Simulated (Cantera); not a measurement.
Cantera run:

```python
import numpy as np
import cantera as ct

gas_names = """
    AL ALO ALO2 AL2 AL2O AL2O2 O O2 O3 Si SiO SiO2 Si2 Si3
""".split()
cond_names = """
    AL(cr) AL(L) AL2O3(a) AL2O3(L) AL2SiO5(an) AL6Si2O13(s) Si(cr) Si(L) SiO2(Lqz) SiO2(hqz) SiO2(L)
""".split()


# ... load() reads the species with a 1 bar reference pressure and builds the phases ...
atoms = {
    'SiO2': {'Si': 1, 'O': 2},
    'Al2O3': {'AL': 2, 'O': 3},
    'O2': {'O': 2},
}
top_T = {'AL2SiO5(an)': 2000, 'AL6Si2O13(s)': 2100}  # K; cautious upper limits of use, not melting points


# ... equilibrate(T, P, feed) seeds the gas with the atoms and calls Mixture.equilibrate('TP', solver="vcs", rtol=1e-11, max_steps=5000) ...
results = []
feed = {'SiO2': 1, 'Al2O3': 0.35, 'O2': 7.8}  # mol
T = 1375  # K
P = 133.322  # Pa
mix = equilibrate(T, P, feed)
results.append((T, P, feed, dict(zip(mix.species_names, mix.species_moles))))
print(gas.report(threshold=1e-06))
for i in range(1, mix.n_phases):
    print(f"{mix.phase(i).name:16s} {mix.phase_moles(i):12.5e} mol")
```

It prints:

```
       temperature   1375 K
          pressure   133.32 Pa
           density   0.00037315 kg/m^3
  mean mol. weight   31.998 kg/kmol
   phase of matter   gas

                          1 kg             1 kmol
                     ---------------   ---------------
          enthalpy        1.1261e+06        3.6032e+07  J
   internal energy        7.6878e+05        2.4599e+07  J
           entropy            9686.1        3.0993e+05  J/K
    Gibbs function       -1.2192e+07       -3.9012e+08  J
 heat capacity c_p            1129.1             36130  J/K
 heat capacity c_v            869.29             27815  J/K

                      mass frac. Y      mole frac. X     chem. pot. / RT
                     ---------------   ---------------   ---------------
                 O        8.7168e-06        1.7433e-05           -17.062
                O2           0.99999           0.99998           -34.125
     [  +12 minor]        1.0023e-10        6.1456e-11

AL(L)             0.00000e+00 mol
AL2O3(a)          0.00000e+00 mol
AL2SiO5(an)       0.00000e+00 mol
AL6Si2O13(s)      1.16667e-01 mol
Si(cr)            0.00000e+00 mol
SiO2(hqz)         7.66667e-01 mol
```

Cantera equilibrium calculation (NASA polynomials, part measured and part estimated; ideal gas, pure solids and liquids). Mutual solubility and eutectic melting of coexisting phases are not modelled. The tables hold silica as quartz up to 1696 K and as liquid above; real silica turns to tridymite and cristobalite and melts near 1996 K. Condensed phases not in the tables: alloys, solid solutions and most ternary compounds.
